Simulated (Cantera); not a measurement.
**Adiabatic ignition**

An adiabatic, constant-volume homogeneous reactor starts with 3.99 % C2H4, 16.6 % O2, 62.6 % N2, 16.8 % H2O, at 1248 K and 1.00 bar.

Detailed kinetics in Cantera: GRI-Mech 3.0 (53 species, 325 reactions). GRI-Mech 3.0 was tuned for natural gas; its chemistry of ethylene as a main component is partial and can be far from experiment.

| t (s) | T (K) | P (bar) | x C2H4 | x O2 | x H2O | x N2O | x CH2O | x CH2 | x H |
|---|---|---|---|---|---|---|---|---|---|
| 6.00e-6 | 1248 | 1.00 | 0.0399 | 0.166 | 0.168 | <1e-12 | 1.09e-10 | <1e-12 | 9.76e-11 |
| 1.35e-5 | 1248 | 1.00 | 0.0399 | 0.166 | 0.168 | <1e-12 | 5.62e-10 | <1e-12 | 3.03e-10 |
| 3.03e-5 | 1248 | 1.00 | 0.0399 | 0.166 | 0.168 | <1e-12 | 3.92e-9 | <1e-12 | 1.29e-9 |
| 6.80e-5 | 1248 | 1.00 | 0.0399 | 0.166 | 0.168 | <1e-12 | 6.88e-8 | <1e-12 | 1.73e-8 |
| 0.000153 | 1249 | 1.00 | 0.0396 | 0.166 | 0.168 | 4.57e-11 | 6.13e-5 | 1.26e-8 | 1.83e-5 |
| 0.000343 | 2577 | 2.10 | <1e-12 | 0.0496 | 0.228 | 6.79e-7 | 6.25e-11 | <1e-12 | 0.00201 |
| 0.000771 | 2580 | 2.10 | <1e-12 | 0.0491 | 0.228 | 6.85e-7 | 6.08e-11 | <1e-12 | 0.00194 |
| 0.00173 | 2578 | 2.10 | <1e-12 | 0.0483 | 0.228 | 6.86e-7 | 6.03e-11 | <1e-12 | 0.00192 |
| 0.00389 | 2573 | 2.09 | <1e-12 | 0.0469 | 0.229 | 6.98e-7 | 5.96e-11 | <1e-12 | 0.00188 |
| 0.00874 | 2568 | 2.09 | <1e-12 | 0.0454 | 0.229 | 7.26e-7 | 5.88e-11 | <1e-12 | 0.00184 |
| 0.0196 | 2566 | 2.09 | <1e-12 | 0.0447 | 0.229 | 7.41e-7 | 5.85e-11 | <1e-12 | 0.00182 |
| 0.0441 | 2566 | 2.09 | <1e-12 | 0.0447 | 0.229 | 7.42e-7 | 5.85e-11 | <1e-12 | 0.00182 |
| 0.0991 | 2566 | 2.09 | <1e-12 | 0.0447 | 0.229 | 7.42e-7 | 5.85e-11 | <1e-12 | 0.00182 |
| 0.223 | 2566 | 2.09 | <1e-12 | 0.0447 | 0.229 | 7.42e-7 | 5.85e-11 | <1e-12 | 0.00182 |
| 0.500 | 2566 | 2.09 | <1e-12 | 0.0447 | 0.229 | 7.42e-7 | 5.85e-11 | <1e-12 | 0.00182 |
x: mole fraction; the columns are a selection and need not sum to one.

```yaml
time_of_steepest_temperature_rise: 0.194 ms
temperature at 0.500 s: 2566 K
equilibrium_temperature: 2566 K
x(C2H4) at 0.500 s: <1e-12 (gas-phase equilibrium <1e-12)
x(O2) at 0.500 s: 0.0447 (gas-phase equilibrium 0.0447)
x(H2O) at 0.500 s: 0.229 (gas-phase equilibrium 0.229)
```
